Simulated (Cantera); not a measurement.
# Silicon carbide growth: (CH3)2SiCl2 + C2H2 + H2

Charge: 1 mol (CH3)2SiCl2, 0.03 mol C2H2, 230 mol H2, equilibrated at 13.3 mbar.

These are equilibrium values from Cantera (NASA tables, ideal gas, pure condensed phases), not measurements of a reactor. Candidate condensed phases: C, C6H6, C7H8, C8H18, Si, SiC; 109 gas species. The feed counts by its element totals alone. The tables' values for SiCl are old estimates; treat these amounts as uncertain. Gases not in the tables: Si2H6 and higher silanes. Equilibrium is a limit: real reactors are often held back by kinetics, nucleation or transport.

From 1573 K to 2173 K the condensed part is C(graphite) + SiC(s). At 2223 K the condensed part is C(graphite). The main Si-bearing gas is SiCl2 at 1573 K and Si at 2223 K.

```tsv
T (K)	x H2	x H	x HCl	x Si	x C2H2 (acetylene)	x SiC2	n C(graphite)	n SiC(s)
1573	0.991	0.000351	0.00854	3.94e-8	2.05e-5	1.25e-10	1.05	0.999
1623	0.991	0.000596	0.00853	1.33e-7	3.45e-5	6.14e-10	1.04	0.999
1673	0.990	0.000982	0.00853	4.19e-7	5.64e-5	2.74e-9	1.03	0.999
1723	0.990	0.00157	0.00852	1.23e-6	8.96e-5	1.12e-8	1.02	0.999
1773	0.989	0.00245	0.00851	3.39e-6	0.000138	4.22e-8	0.995	0.998
1823	0.988	0.00373	0.00849	8.86e-6	0.000209	1.47e-7	0.964	0.996
1873	0.986	0.00555	0.00847	2.20e-5	0.000308	4.82e-7	0.921	0.992
1923	0.983	0.00809	0.00844	5.19e-5	0.000444	1.48e-6	0.866	0.983
1973	0.979	0.0116	0.00840	0.000117	0.000627	4.27e-6	0.796	0.964
2023	0.974	0.0162	0.00834	0.000255	0.000870	1.17e-5	0.716	0.923
2073	0.967	0.0224	0.00827	0.000532	0.00119	3.06e-5	0.635	0.841
2123	0.958	0.0304	0.00817	0.00107	0.00159	7.61e-5	0.576	0.677
2173	0.946	0.0407	0.00804	0.00209	0.00209	0.000181	0.583	0.358
2223	0.932	0.0535	0.00790	0.00323	0.00270	0.000339	0.542	0
```
x: gas mole fraction; n: condensed amount in mol.
